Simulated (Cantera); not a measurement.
Input: 1 mol SiH2Cl2, 11 mol NH3, 0.76 mol H2, equilibrated at 1350 K and 120 Pa.

Cantera equilibrium calculation (NASA polynomials, part measured and part estimated; ideal gas, pure solids and liquids). Candidate condensed phases: NH4Cl, Si, Si3N4; 28 gas species. The tables' values for SiCl3 are old estimates; treat these amounts as uncertain. Rates play no part.

Base state: H2 0.717, N2 0.201, HCl 0.0809, SiCl2 0.000969, H 5.82e-5, SiCl3 2.35e-5 (mole fractions); condensed: Si3N4(s).

**Question.** What changes in the equilibrium state with this change: pressure from 120 Pa to 8.20 Pa?

**Answer.** 
| species | before | after |
|---|---|---|
| H2 | 0.717 | 0.719 |
| N2 | 0.201 | 0.203 |
| HCl | 0.0809 | 0.0732 |
| SiCl2 | 0.000969 | 0.00471 |
| H | 5.82e-5 | 0.000223 |
| Cl | 5.48e-6 | 1.89e-5 |
| SiCl3 | 2.35e-5 | 2.69e-5 |
| Si3N4(s), mol | 0.325 | 0.295 |

**Question.** What changes in the equilibrium state with this change: temperature from 1350 K to 2023.15 K?

**Answer.** 
```csv
species,before,after
H2,0.717,0.647
N2,0.201,0.210
HCl,0.0809,0.0576
H,5.82e-5,0.0441
Si,6.27e-9,0.0281
SiH,1.17e-9,0.000503
Si2,<1e-9,0.000182
SiN,<1e-9,0.000110
"Si3N4(s), mol",0.325,0
```
The tables' values for SiCl, SiN are old estimates; treat these amounts as uncertain. Gases not in the tables: Si2H6 and higher silanes.
